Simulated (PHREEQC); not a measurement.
A PHREEQC speciation (ion-association model, phreeqc.dat) at 80 °C gives pH 5.87 and these molalities:

| species | mol/kgw |
|---|---|
| Cd+2 | 0.00114 |
| SO4-2 | 0.00113 |
| CdSO4 | 0.000259 |
| Cd(SO4)2-2 | 2.45e-6 |
| CdOH+ | 1.72e-6 |
| H+ | 1.45e-6 |
| HSO4- | 4.81e-7 |
| OH- | 2.07e-7 |

Question: What are the element totals, and what could have been dissolved in 1 kg of water to give them?

Answer: This is not unique; one that fits is totals Cd 0.00140, S(6) 0.00140 mol/kgw, from 0.0014 mol/kgw CdSO4.

This is a speciation only: nothing precipitates in the calculation. Constants without temperature data keep their 25 °C values here.
